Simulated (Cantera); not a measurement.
What does this Cantera script print?

```python
import numpy as np
import cantera as ct

gas_names = """
    H2 O2 H2O CO AL2O TiO
""".split()
cond_names = """
    Ti(a) Ti(b) Ti(L) Ti2O3(a) Ti2O3(b) Ti2O3(L) C(gr) AL(cr) AL(L) Ti4O7(s) Ti4O7(L)
""".split()


# ... load() reads the species with a 1 bar reference pressure and builds the phases ...
species = {s.name: s for s in load("nasa_gas.yaml", gas_names) + load("nasa_condensed.yaml", cond_names)}
# Each term lists the table entries of one substance; the one whose range holds T is used.
reactions = {
    '2 H2(g) + O2(g) = 2 H2O(g)':
        [(-2, ['H2']), (-1, ['O2']), (2, ['H2O'])],
    '1.333 Ti + O2(g) = 0.6667 Ti2O3':
        [(-1.3333333333333333, ['Ti(a)', 'Ti(b)', 'Ti(L)']), (-1, ['O2']), (0.6666666666666666, ['Ti2O3(a)', 'Ti2O3(b)', 'Ti2O3(L)'])],
    '2 C + O2(g) = 2 CO(g)':
        [(-2, ['C(gr)']), (-1, ['O2']), (2, ['CO'])],
    '4 Al + O2(g) = 2 Al2O(g)':
        [(-4, ['AL(cr)', 'AL(L)']), (-1, ['O2']), (2, ['AL2O'])],
    '1.143 Ti + O2(g) = 0.2857 Ti4O7':
        [(-1.1428571428571428, ['Ti(a)', 'Ti(b)', 'Ti(L)']), (-1, ['O2']), (0.2857142857142857, ['Ti4O7(s)', 'Ti4O7(L)'])],
    '2 Ti + O2(g) = 2 TiO(g)':
        [(-2, ['Ti(a)', 'Ti(b)', 'Ti(L)']), (-1, ['O2']), (2, ['TiO'])],
}


def pick(names, T):
    return next(species[n] for n in names if species[n].thermo.min_temp <= T <= species[n].thermo.max_temp)


results = []
for label, terms in reactions.items():
    print(label)
    print("     T/K   dH/kJ  dS/(J/K)   dG/kJ   log10 K")
    for T in [300, 1298, 1348, 1398, 1448, 1498, 1548, 1598, 1648]:
        used = [(nu, pick(names, T)) for nu, names in terms]
        dH = sum(nu * s.thermo.h(T) for nu, s in used) / 1e6
        dS = sum(nu * s.thermo.s(T) for nu, s in used) / 1e3
        dG = dH - T * dS / 1e3
        logK = -dG * 1e6 / (ct.gas_constant * T * np.log(10))
        results.append((label, T, dH, dS, dG, logK, [s.name for _, s in used]))
        print(f"{T:8g} {dH:8.1f} {dS:8.1f} {dG:8.1f} {logK:8.2f}")
```

It prints:

```
2 H2(g) + O2(g) = 2 H2O(g)
     T/K   dH/kJ  dS/(J/K)   dG/kJ   log10 K
     300   -483.7    -89.0   -457.0    79.57
    1298   -498.9   -113.4   -351.7    14.15
    1348   -499.3   -113.7   -346.0    13.41
    1398   -499.7   -114.0   -340.4    12.72
    1448   -500.1   -114.2   -334.7    12.07
    1498   -500.4   -114.5   -328.9    11.47
    1548   -500.7   -114.7   -323.2    10.91
    1598   -501.0   -114.9   -317.5    10.38
    1648   -501.3   -115.0   -311.7     9.88
1.333 Ti + O2(g) = 0.6667 Ti2O3
     T/K   dH/kJ  dS/(J/K)   dG/kJ   log10 K
     300  -1013.9   -194.4   -955.6   166.37
    1298   -999.8   -172.1   -776.4    31.24
    1348   -998.6   -171.2   -767.8    29.75
    1398   -997.5   -170.4   -759.3    28.37
    1448   -996.4   -169.6   -750.8    27.08
    1498   -995.4   -168.9   -742.3    25.88
    1548   -994.4   -168.3   -733.9    24.76
    1598   -993.5   -167.7   -725.5    23.71
    1648   -992.6   -167.1   -717.1    22.73
2 C + O2(g) = 2 CO(g)
     T/K   dH/kJ  dS/(J/K)   dG/kJ   log10 K
     300   -221.0    178.8   -274.7    47.82
    1298   -227.7    173.3   -452.7    18.22
    1348   -228.4    172.8   -461.4    17.88
    1398   -229.0    172.4   -470.0    17.56
    1448   -229.7    171.9   -478.6    17.26
    1498   -230.4    171.4   -487.2    16.99
    1548   -231.1    170.9   -495.7    16.73
    1598   -231.8    170.5   -504.3    16.48
    1648   -232.5    170.0   -512.8    16.25
4 Al + O2(g) = 2 Al2O(g)
     T/K   dH/kJ  dS/(J/K)   dG/kJ   log10 K
     300   -290.4    186.2   -346.3    60.29
    1298   -367.5     94.5   -490.1    19.72
    1348   -369.5     93.0   -494.8    19.17
    1398   -371.5     91.5   -499.4    18.66
    1448   -373.5     90.1   -504.0    18.18
    1498   -375.6     88.7   -508.4    17.73
    1548   -377.6     87.4   -512.8    17.30
    1598   -379.6     86.1   -517.2    16.90
    1648   -381.6     84.8   -521.4    16.53
1.143 Ti + O2(g) = 0.2857 Ti4O7
     T/K   dH/kJ  dS/(J/K)   dG/kJ   log10 K
     300   -972.7   -183.5   -917.7   159.78
    1298   -965.6   -171.6   -742.8    29.89
    1348   -964.8   -171.0   -734.3    28.45
    1398   -964.0   -170.4   -725.7    27.12
    1448   -963.2   -169.9   -717.2    25.87
    1498   -962.5   -169.4   -708.8    24.71
    1548   -961.8   -168.9   -700.3    23.63
    1598   -961.2   -168.5   -691.9    22.61
    1648   -960.6   -168.2   -683.4    21.66
2 Ti + O2(g) = 2 TiO(g)
     T/K   dH/kJ  dS/(J/K)   dG/kJ   log10 K
     300    108.8    200.3     48.7    -8.48
    1298     80.6    165.9   -134.8     5.43
    1348     79.6    165.2   -143.1     5.54
    1398     78.5    164.4   -151.3     5.65
    1448     77.3    163.6   -159.5     5.75
    1498     76.1    162.7   -167.7     5.85
    1548     74.7    161.9   -175.8     5.93
    1598     73.3    161.0   -183.9     6.01
    1648     71.8    160.0   -191.9     6.08
```

Cantera with NASA thermochemical tables; ideal gases at 1 bar, condensed phases pure. Condensed species are held in their standard states even where they would react or evaporate.
